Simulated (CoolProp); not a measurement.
Vapour-liquid equilibrium of CH2F2 (R32) (1) + R152A (2) at -28.55 °C; x and y are mole fractions of (1).

Model: multi-fluid Helmholtz-energy mixture model, Tillner-Roth 1997 and Outcalt 1996; pair parameters Bell 2016, in CoolProp.

Question: Give the bubble pressure and the first vapour's composition at x = 0.35, 0.5, 0.95. Is there an azeotrope?

Answer: x = 0.35: 156.4 kPa, y = 0.642; x = 0.5: 187.1 kPa, y = 0.764; x = 0.95: 279.6 kPa, y = 0.983. No azeotrope shows between x = 0.05 and 0.95.

Pair parameters are fitted to limited data, so mixtures are less certain than the pure fluids.
